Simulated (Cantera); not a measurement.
# Adiabatic ignition

An adiabatic, constant-pressure homogeneous reactor starts with 9.58 % CO, 0.354 % H2, 0.412 % CH4, 8.15 % O2, 81.5 % N2, at 1773 K and 750 Torr.

Computed with Cantera and GRI-Mech 3.0 (53 species, 325 reactions).

```tsv
t (s)	T (K)	x CO	x H2	x CH4	x OH	x CH2O	x HCO	x H
4.00e-6	1773	0.0958	0.00354	0.00412	5.53e-7	1.31e-8	3.00e-11	3.94e-7
1.37e-5	1773	0.0958	0.00354	0.00411	4.39e-6	4.40e-7	2.01e-10	2.55e-6
4.68e-5	1782	0.0952	0.00339	0.00285	0.000505	0.000239	4.64e-6	0.000403
0.000160	1945	0.0544	0.00105	<1e-12	0.00346	3.64e-11	6.49e-8	0.00891
0.000548	2153	0.0423	0.000941	<1e-12	0.00399	1.34e-11	2.36e-8	0.00417
0.00187	2342	0.0277	0.000580	<1e-12	0.00349	5.15e-12	4.76e-9	0.00129
0.00641	2448	0.0170	0.000335	<1e-12	0.00268	2.17e-12	1.10e-9	0.000445
0.0219	2456	0.0155	0.000304	<1e-12	0.00248	1.88e-12	8.52e-10	0.000363
0.0750	2452	0.0154	0.000304	<1e-12	0.00243	1.88e-12	8.39e-10	0.000357
0.256	2452	0.0154	0.000304	<1e-12	0.00243	1.88e-12	8.38e-10	0.000356
0.877	2452	0.0154	0.000304	<1e-12	0.00243	1.88e-12	8.38e-10	0.000356
3.00	2452	0.0154	0.000304	<1e-12	0.00243	1.88e-12	8.38e-10	0.000356
```
x: mole fraction; the columns are a selection and need not sum to one.

- time of steepest temperature rise: 54.6 µs
- temperature at 3.00 s: 2452 K
- equilibrium temperature: 2452 K
- x(CO) at 3.00 s: 0.0154 (gas-phase equilibrium 0.0154)
- x(H2) at 3.00 s: 0.000304 (gas-phase equilibrium 0.000304)
- x(CH4) at 3.00 s: <1e-12 (gas-phase equilibrium <1e-12)
